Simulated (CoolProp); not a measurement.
n-octane at several states: Z from the reference equation and from simpler models built on Tc = 295.6 °C, pc = 2.484 MPa, ω = 0.398; each cubic takes its own stable root.

Values from CoolProp's reference Helmholtz-energy equation of state, Beckmüller 2019.

```tsv
T (°C)	p (MPa)	phase	reference
251.25	0.388	gas	0.9200
210.25	6.17	liquid	0.3232
-16.15	0.215	liquid	0.01571
122.35	2.83	liquid	0.1587
-33.85	0.0208	liquid	0.001602
320.45	0.0384	gas	0.9952
```

How far does each simpler model (van der Waals, Redlich-Kwong, Soave-Redlich-Kwong) lie from the reference over these 6 states: mean and median of the absolute difference, and the worst?


- van der Waals: mean 50.3 %, median 68.2 %, worst +81.8 % at -33.85 °C and 0.0208 MPa
- Redlich-Kwong: mean 14.4 %, median 20.8 %, worst +22.0 % at -33.85 °C and 0.0208 MPa
- Soave-Redlich-Kwong: mean 11.3 %, median 15.0 %, worst +18.9 % at -33.85 °C and 0.0208 MPa
